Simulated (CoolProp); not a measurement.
Vapour-liquid equilibrium of propylene (1) + R22 (2) at 1.42 MPa; x and y are mole fractions of (1).

Computed with CoolProp (multi-fluid Helmholtz-energy mixture model, Lemmon 2013 and Kamei 1995; pair parameters Bell 2016).

```json
[
 {"x": "0.05", "bubble temperature, mixture model (K)": "309.2", "bubble temperature, Raoult's law (K)": "309.9", "y, mixture model": "0.063", "y, Raoult's law": "0.054"},
 {"x": "0.15", "bubble temperature, mixture model (K)": "307.9", "bubble temperature, Raoult's law (K)": "309.5", "y, mixture model": "0.178", "y, Raoult's law": "0.160"},
 {"x": "0.25", "bubble temperature, mixture model (K)": "306.9", "bubble temperature, Raoult's law (K)": "309.2", "y, mixture model": "0.283", "y, Raoult's law": "0.265"},
 {"x": "0.35", "bubble temperature, mixture model (K)": "306.2", "bubble temperature, Raoult's law (K)": "308.9", "y, mixture model": "0.379", "y, Raoult's law": "0.368"},
 {"x": "0.45", "bubble temperature, mixture model (K)": "305.6", "bubble temperature, Raoult's law (K)": "308.5", "y, mixture model": "0.471", "y, Raoult's law": "0.470"},
 {"x": "0.55", "bubble temperature, mixture model (K)": "305.3", "bubble temperature, Raoult's law (K)": "308.2", "y, mixture model": "0.561", "y, Raoult's law": "0.570"},
 {"x": "0.65", "bubble temperature, mixture model (K)": "305.2", "bubble temperature, Raoult's law (K)": "307.9", "y, mixture model": "0.650", "y, Raoult's law": "0.668"},
 {"x": "0.75", "bubble temperature, mixture model (K)": "305.3", "bubble temperature, Raoult's law (K)": "307.5", "y, mixture model": "0.742", "y, Raoult's law": "0.765"},
 {"x": "0.85", "bubble temperature, mixture model (K)": "305.7", "bubble temperature, Raoult's law (K)": "307.2", "y, mixture model": "0.839", "y, Raoult's law": "0.860"},
 {"x": "0.95", "bubble temperature, mixture model (K)": "306.3", "bubble temperature, Raoult's law (K)": "306.9", "y, mixture model": "0.944", "y, Raoult's law": "0.954"}
]
```

The largest gap from Raoult's law is -2.9 K in bubble temperature, at x = 0.45. y crosses x between x = 0.65 and 0.75: the model has an azeotrope there.

The pair parameters rest on a limited set of measurements; away from them the model extrapolates.
